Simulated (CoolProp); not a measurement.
Properties of n-octane along the isotherm 115.05 °C (Tc = 295.6 °C, pc = 2484 kPa, ω = 0.398).

Computed with CoolProp (reference Helmholtz-energy equation of state, Beckmüller 2019).

| p (kPa) | phase | density (kg/m³) | cv (kJ/(kg K)) | isothermal compressibility (1/MPa) | expansivity (1/kK) |
|---|---|---|---|---|---|
| 39.3 | gas | 1.424 | 1.984 | 26.07 | 2.816 |
| 89.4 | liquid | 621.2 | 2.123 | 0.002963 | 1.502 |
| 203 | liquid | 621.4 | 2.123 | 0.002952 | 1.498 |
| 463 | liquid | 621.9 | 2.123 | 0.002926 | 1.490 |
| 1050 | liquid | 622.9 | 2.123 | 0.002869 | 1.472 |
| 2400 | liquid | 625.3 | 2.123 | 0.002748 | 1.434 |
| 5460 | liquid | 630.3 | 2.124 | 0.002513 | 1.358 |
| 12400 | liquid | 640.5 | 2.126 | 0.002118 | 1.224 |
